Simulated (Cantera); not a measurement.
What does this Cantera script print?

```python
import numpy as np
import cantera as ct

gas_names = """
    N N2 Si SiN Si2 Si2N Si3
""".split()
cond_names = """
    Si(cr) Si(L) Si3N4(a)
""".split()


# ... load() reads the species with a 1 bar reference pressure and builds the phases ...
atoms = {
    'Si3N4': {'Si': 3, 'N': 4},
    'N2': {'N': 2},
}
top_T = {'Si3N4(a)': 2400}  # K; cautious upper limits of use, not melting points


# ... equilibrate(T, P, feed) seeds the gas with the atoms and calls Mixture.equilibrate('TP', solver="vcs", rtol=1e-11, max_steps=5000) ...
results = []
P = 1.5  # Pa
for T in [1573, 1598, 1623, 1648, 1673, 1698, 1723, 1748, 1773, 1798, 1823]:
    for m in [0.059, 0.093, 0.15, 0.24, 0.37, 0.6, 0.95, 1.5, 2.4, 3.8, 6, 9.6]:
        feed = {'Si3N4': 1, 'N2': m}  # mol
        mix = equilibrate(T, P, feed)
        results.append((T, P, feed, dict(zip(mix.species_names, mix.species_moles))))

for T, P, feed, n in results:
    print(f"{T:7g} {feed['N2']:10.4g}  " + (" + ".join(c for c in cond_names if n.get(c, 0) > 1e-12) or "gas only"))
```

Result:

```
   1573      0.059  Si(cr)
   1573      0.093  Si(cr)
   1573       0.15  Si(cr)
   1573       0.24  Si(cr)
   1573       0.37  Si(cr)
   1573        0.6  Si(cr)
   1573       0.95  Si(cr)
   1573        1.5  Si(cr)
   1573        2.4  Si(cr)
   1573        3.8  Si(cr)
   1573          6  Si(cr)
   1573        9.6  Si(cr)
   1598      0.059  Si(cr)
   1598      0.093  Si(cr)
   1598       0.15  Si(cr)
   1598       0.24  Si(cr)
   1598       0.37  Si(cr)
   1598        0.6  Si(cr)
   1598       0.95  Si(cr)
   1598        1.5  Si(cr)
   1598        2.4  Si(cr)
   1598        3.8  Si(cr)
   1598          6  Si(cr)
   1598        9.6  Si(cr)
   1623      0.059  Si(cr)
   1623      0.093  Si(cr)
   1623       0.15  Si(cr)
   1623       0.24  Si(cr)
   1623       0.37  Si(cr)
   1623        0.6  Si(cr)
   1623       0.95  Si(cr)
   1623        1.5  Si(cr)
   1623        2.4  Si(cr)
   1623        3.8  Si(cr)
   1623          6  Si(cr)
   1623        9.6  Si(cr)
   1648      0.059  Si(cr)
   1648      0.093  Si(cr)
   1648       0.15  Si(cr)
   1648       0.24  Si(cr)
   1648       0.37  Si(cr)
   1648        0.6  Si(cr)
   1648       0.95  Si(cr)
   1648        1.5  Si(cr)
   1648        2.4  Si(cr)
   1648        3.8  Si(cr)
   1648          6  Si(cr)
   1648        9.6  Si(cr)
   1673      0.059  Si(cr)
   1673      0.093  Si(cr)
   1673       0.15  Si(cr)
   1673       0.24  Si(cr)
   1673       0.37  Si(cr)
   1673        0.6  Si(cr)
   1673       0.95  Si(cr)
   1673        1.5  Si(cr)
   1673        2.4  Si(cr)
   1673        3.8  Si(cr)
   1673          6  Si(cr)
   1673        9.6  Si(cr)
   1698      0.059  Si(L)
   1698      0.093  Si(L)
   1698       0.15  Si(L)
   1698       0.24  Si(L)
   1698       0.37  Si(L)
   1698        0.6  Si(L)
   1698       0.95  Si(L)
   1698        1.5  Si(L)
   1698        2.4  Si(L)
   1698        3.8  Si(L)
   1698          6  Si(L)
   1698        9.6  Si(L)
   1723      0.059  Si(L)
   1723      0.093  Si(L)
   1723       0.15  Si(L)
   1723       0.24  Si(L)
   1723       0.37  Si(L)
   1723        0.6  Si(L)
   1723       0.95  Si(L)
   1723        1.5  Si(L)
   1723        2.4  Si(L)
   1723        3.8  Si(L)
   1723          6  Si(L)
   1723        9.6  Si(L)
   1748      0.059  Si(L)
   1748      0.093  Si(L)
   1748       0.15  Si(L)
   1748       0.24  Si(L)
   1748       0.37  Si(L)
   1748        0.6  Si(L)
   1748       0.95  Si(L)
   1748        1.5  Si(L)
   1748        2.4  Si(L)
   1748        3.8  Si(L)
   1748          6  Si(L)
   1748        9.6  Si(L)
   1773      0.059  Si(L)
   1773      0.093  Si(L)
   1773       0.15  Si(L)
   1773       0.24  Si(L)
   1773       0.37  Si(L)
   1773        0.6  Si(L)
   1773       0.95  Si(L)
   1773        1.5  Si(L)
   1773        2.4  Si(L)
   1773        3.8  Si(L)
   1773          6  Si(L)
   1773        9.6  Si(L)
   1798      0.059  Si(L)
   1798      0.093  Si(L)
   1798       0.15  Si(L)
   1798       0.24  Si(L)
   1798       0.37  Si(L)
   1798        0.6  Si(L)
   1798       0.95  Si(L)
   1798        1.5  Si(L)
   1798        2.4  Si(L)
   1798        3.8  Si(L)
   1798          6  Si(L)
   1798        9.6  gas only
   1823      0.059  Si(L)
   1823      0.093  Si(L)
   1823       0.15  Si(L)
   1823       0.24  Si(L)
   1823       0.37  Si(L)
   1823        0.6  Si(L)
   1823       0.95  Si(L)
   1823        1.5  Si(L)
   1823        2.4  Si(L)
   1823        3.8  Si(L)
   1823          6  gas only
   1823        9.6  gas only
```

Method: chemical equilibrium by Gibbs-energy minimisation in Cantera with the NASA 1993 tables (ideal gas, pure condensed phases).
